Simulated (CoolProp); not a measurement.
Values from CoolProp's reference Helmholtz-energy equation of state, Lemmon 2016.

For R115, give the phase and the density (kg/m³), cp (kJ/(kg K)), isothermal compressibility (1/MPa), expansivity (1/kK) at 226.85 °C and 6950 kPa; 226.85 °C and 8690 kPa; 226.85 °C and 13900 kPa.


- 226.85 °C and 6950 kPa: supercritical; density 316, cp 1.06, isothermal compressibility 0.164, expansivity 4.25
- 226.85 °C and 8690 kPa: supercritical; density 405, cp 1.10, isothermal compressibility 0.124, expansivity 4.55
- 226.85 °C and 13900 kPa: supercritical; density 631, cp 1.14, isothermal compressibility 0.0558, expansivity 4.13
